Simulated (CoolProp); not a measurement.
The fluid at 465.96 K and 7.28 MPa (stagnation) flows isentropically through a choked orifice. The same conditions are run with several fluids, on thermodynamics alone (safety and materials aside).

Computed with CoolProp (reference Helmholtz-energy equation of state of each fluid (R114: Platzer 1990; propane: Lemmon 2009; dimethyl ether: Wu 2011; R115: Lemmon 2016; carbonyl sulfide: Lemmon 2006)). The equations of Platzer and Polt are older, rougher fits.

| fluid | throat to inlet pressure ratio | mass flux (kg/(m² s)) | throat temperature (K) |
|---|---|---|---|
| R114 | 0.646 | 47200 | (withheld) |
| propane | 0.617 | 17300 | 439.2 |
| dimethyl ether | 0.617 | 18300 | (withheld) |
| R115 | (withheld) | (withheld) | (withheld) |
| carbonyl sulfide | (withheld) | 20900 | (withheld) |

### Question
Complete the blanks.

### Answer

- R114, throat temperature (K): 447.2
- dimethyl ether, throat temperature (K): 434.2
- R115, throat to inlet pressure ratio: 0.621
- R115, mass flux (kg/(m² s)): 32300
- R115, throat temperature (K): 444.7
- carbonyl sulfide, throat to inlet pressure ratio: 0.571
- carbonyl sulfide, throat temperature (K): 413.2
